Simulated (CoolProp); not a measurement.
Saturation properties of C2F6 (R116) (Tc = 293.0 K, pc = 3.048 MPa, ω = 0.257).

Model: reference Helmholtz-energy equation of state, Lemmon 2006, in CoolProp. It is a short technical equation, of lower accuracy than the large ones.

```
T (K)  p (MPa)  liquid density (kg/m³)  vapour density (kg/m³)  liquid cp (kJ/(kg K))  liquid viscosity (µPa s)  liquid conductivity (mW/(m K))
-----  -------  ----------------------  ----------------------  ---------------------  ------------------------  ------------------------------
233.9   0.5551                    1414                   46.31                  1.069                       218                            60.7
236.6   0.6107                    1399                   50.99                  1.081                       208                            59.7
239.3   0.6704                    1383                   56.08                  1.094                       199                            58.6
242     0.7342                    1367                   61.59                  1.108                       190                            57.5
244.7   0.8025                    1351                   67.57                  1.124                       182                            56.4
247.4   0.8755                    1334                   74.07                  1.140                       173                            55.3
250.1   0.9532                    1316                   81.13                  1.158                       165                            54.2
252.8    1.036                    1298                   88.81                  1.177                       158                            53.1
255.5    1.124                    1280                   97.19                  1.199                       150                            52.0
258.2    1.217                    1260                   106.3                  1.223                       143                            50.9
260.9    1.316                    1240                   116.4                  1.251                       136                            49.7
263.7    1.425                    1218                   127.8                  1.283                       128                            48.5
266.4    1.537                    1196                   140.0                  1.320                       121                            47.4
269.1    1.654                    1172                   153.6                  1.363                       115                            46.2
271.8    1.779                    1147                   168.8                  1.416                       108                            45.0
```

It boils at 195.1 K under 1 atm.

Viscosity comes from a separate model (Huber 2003), an estimate that may be off by 10 % or more. Thermal conductivity comes from a separate model (Huber 2003), an estimate that may be off by 10 % or more.
